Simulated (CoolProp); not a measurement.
Vapour-liquid equilibrium of carbon dioxide (1) + CH3F (R41) (2) at -28.75 °C; x and y are mole fractions of (1).

The numbers come from the multi-fluid Helmholtz-energy mixture model, Span 1996 and Lemmon 2006; pair parameters Bell 2016 in CoolProp.

| x | bubble pressure (kPa) | y at the bubble point | dew pressure at overall composition x (kPa) | liquid density (mol/L) |
|---|---|---|---|---|
| 0.05 | 885.8 | 0.076 | 875.3 | 22.56 |
| 0.125 | 929.7 | 0.182 | 905.7 | 22.68 |
| 0.2 | 972.6 | 0.278 | 937.7 | 22.81 |
| 0.275 | 1015 | 0.367 | 971.2 | 22.94 |
| 0.35 | 1058 | 0.451 | 1007 | 23.08 |
| 0.425 | 1102 | 0.530 | 1044 | 23.22 |
| 0.5 | 1146 | 0.605 | 1084 | 23.37 |
| 0.575 | 1192 | 0.676 | 1128 | 23.51 |
| 0.65 | 1240 | 0.743 | 1175 | 23.66 |
| 0.725 | 1290 | 0.806 | 1226 | 23.81 |
| 0.8 | 1341 | 0.865 | 1284 | 23.95 |
| 0.875 | 1395 | 0.920 | 1351 | 24.09 |
| 0.95 | 1451 | 0.969 | 1428 | 24.23 |

No azeotrope shows between x = 0.05 and 0.95.

The pair parameters rest on a limited set of measurements; away from them the model extrapolates.
